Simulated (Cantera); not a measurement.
Charge: 1 mol TEOS, 0.28 mol NO, 1.7 mol N₂, equilibrated at 1300 K and 94.0 mbar.

Equilibrium computed with Cantera from the NASA thermochemical tables; the gas is ideal and each condensed phase is pure. Candidate condensed phases: C, C₆H₆, C₇H₈, C₈H₁₈, H₂O, Si, SiC, SiO₂, Si₂N₂O, Si₃N₄; 151 gas species. The feed counts by its element totals alone. The tables hold silica as quartz up to 1696 K and as liquid above; real silica turns to tridymite and cristobalite and melts near 1996 K. Equilibrium is a limit: real reactors are often held back by kinetics, nucleation or transport.

Base state: H₂ 0.708, CO 0.161, N₂ 0.130, CH₄ 0.000370, H₂O 9.79e-5, HCN 6.29e-5, CO₂ 1.27e-5 (mole fractions); condensed: C(graphite) + SiO₂(β-quartz).

**Question.** What changes in the equilibrium state with this change: TEOS replaced by Si₂H₆?

**Answer.** 
| species | before | after |
|---|---|---|
| H₂ | 0.708 | 0.833 |
| N₂ | 0.130 | 0.167 |
| H₂O | 9.79e-5 | 2.97e-9 |
| CO | 0.161 | 0 |
| CH₄ | 0.000370 | 0 |
| HCN | 6.29e-5 | 0 |
| CO₂ | 1.27e-5 | 0 |
| C(graphite), mol | 5.72 | 0 |
| SiO₂(β-quartz), mol | 1.000 | 0 |
| Si₂N₂O(s), mol | 0 | 0.280 |
| Si₃N₄(s), mol | 0 | 0.480 |
Mutual solubility and eutectic melting of coexisting phases are not modelled.
